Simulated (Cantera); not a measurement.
Charge: 1 mol SiC, 0.01 mol O2, 4.9 mol N2, equilibrated at 1550 °C.

Equilibrium computed with Cantera from the NASA thermochemical tables; the gas is ideal and each condensed phase is pure. Candidate condensed phases: C, Si, SiC, SiO2, Si2N2O, Si3N4; 34 gas species. Mutual solubility and eutectic melting of coexisting phases are not modelled. Equilibrium is a limit: real reactors are often held back by kinetics, nucleation or transport.

**Question.** What share of the Si ends up in condensed phases as a function of P (Pa), at 0.100, 0.750, 5.60, 42, 320, 2400, 18000, 130000, 1000000?

**Answer.** 
```csv
P (Pa),Si condensed (%),as
0.100,30.9,SiC(s)
0.750,91.8,SiC(s)
5.60,98.0,SiC(s)
42,98.5,SiC(s)
320,98.9,SiC(s)
2400,99.0,SiC(s)
18000,99.6,SiC(s) + Si3N4(s)
130000,100.0,SiC(s) + Si3N4(s)
1000000,100.0,Si2N2O(s) + Si3N4(s)
```
